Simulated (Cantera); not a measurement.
A Cantera script and what it prints.

```python
import numpy as np
import cantera as ct

gas_names = """
    Fe FeO Fe(OH)2 H HO2 H2 H2O H2O2 O OH O2 O3
""".split()
cond_names = """
    Fe(a) Fe(c) Fe(d) Fe(L) FeO(s) FeO(L) Fe(OH)2(s) Fe(OH)3(s) Fe2O3(s) Fe3O4(s) H2O(s) H2O(L)
""".split()


# ... load() reads the species with a 1 bar reference pressure and builds the phases ...
atoms = {
    'Fe2O3': {'Fe': 2, 'O': 3},
    'H2': {'H': 2},
    'H2O': {'H': 2, 'O': 1},
}
top_T = {'Fe2O3(s)': 1830, 'Fe3O4(s)': 1870}  # K; cautious upper limits of use, not melting points


# ... equilibrate(T, P, feed) seeds the gas with the atoms and calls Mixture.equilibrate('TP', solver="vcs", rtol=1e-11, max_steps=5000) ...
results = []
feed = {'Fe2O3': 1, 'H2': 9.2, 'H2O': 0.35}  # mol
T = 1923.15  # K
P = 133.322  # Pa
mix = equilibrate(T, P, feed)
results.append((T, P, feed, dict(zip(mix.species_names, mix.species_moles))))
print(gas.report(threshold=1e-06))
for i in range(1, mix.n_phases):
    print(f"{mix.phase(i).name:16s} {mix.phase_moles(i):12.5e} mol")
```

It prints:

```
       temperature   1923.2 K
          pressure   133.32 Pa
           density   0.00010389 kg/m^3
  mean mol. weight   12.46 kg/kmol
   phase of matter   gas

                          1 kg             1 kmol
                     ---------------   ---------------
          enthalpy        3.0593e+06        3.8118e+07  J
   internal energy         1.776e+06        2.2128e+07  J
           entropy             22071        2.7499e+05  J/K
    Gibbs function       -3.9386e+07       -4.9073e+08  J
 heat capacity c_p            2984.1             37181  J/K
 heat capacity c_v            2316.8             28867  J/K

                      mass frac. Y      mole frac. X     chem. pot. / RT
                     ---------------   ---------------   ---------------
                Fe           0.49868           0.11126            -7.507
               FeO          0.004898        0.00084945           -31.342
           Fe(OH)2        0.00054601        7.5709e-05           -81.678
                 H         0.0016082          0.019878            -13.25
                H2           0.09584           0.59233             -26.5
               H2O           0.39731           0.27479           -50.336
                 O        2.5537e-05        1.9887e-05           -23.835
                OH         0.0010839        0.00079409           -37.085
                O2        1.0314e-05        4.0161e-06           -47.671
     [   +3 minor]        5.8075e-10        2.1833e-10

Fe(L)             4.39433e-01 mol
FeO(L)            3.39665e-01 mol
```

Method: chemical equilibrium by Gibbs-energy minimisation in Cantera with the NASA 1993 tables (ideal gas, pure condensed phases). Each liquid is taken as pure. Mutual solubility and eutectic melting of coexisting phases are not modelled. The tables' stoichiometric FeO is somewhat more stable than real wüstite, so its field is too wide. FeO: taken at fixed stoichiometry.
